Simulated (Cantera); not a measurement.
What does this Cantera script print?

```python
import numpy as np
import cantera as ct

gas = ct.Solution("gri30.yaml")


def delay(T, t_max=10):
    gas.TPX = T, 380000, {'CH4': 1, 'O2': 0.952, 'N2': 3.58}
    reactor = ct.IdealGasReactor(gas, clone=False)
    net = ct.ReactorNet([reactor])
    net.rtol, net.atol = 1e-8, 1e-16
    while net.time < t_max:
        t_old, T_old = net.time, reactor.T
        net.step()
        if reactor.T > T + 400:  # ignition: a rise of 400 K
            return t_old + (T + 400 - T_old) / (reactor.T - T_old) * (net.time - t_old)
    return np.nan


taus = []
for T in [1150, 1225, 1300, 1375, 1450, 1525, 1600, 1675]:
    taus.append(delay(T))
    print(f"T0 = {T:6g} K   tau = {taus[-1]:.4e} s")
```

Output:

```
T0 =   1150 K   tau = 3.7065e-02 s
T0 =   1225 K   tau = 1.3409e-02 s
T0 =   1300 K   tau = 5.2045e-03 s
T0 =   1375 K   tau = 2.1415e-03 s
T0 =   1450 K   tau = 9.2548e-04 s
T0 =   1525 K   tau = 4.1913e-04 s
T0 =   1600 K   tau = 1.9982e-04 s
T0 =   1675 K   tau = 1.0102e-04 s
```

Detailed kinetics in Cantera: GRI-Mech 3.0 (53 species, 325 reactions).
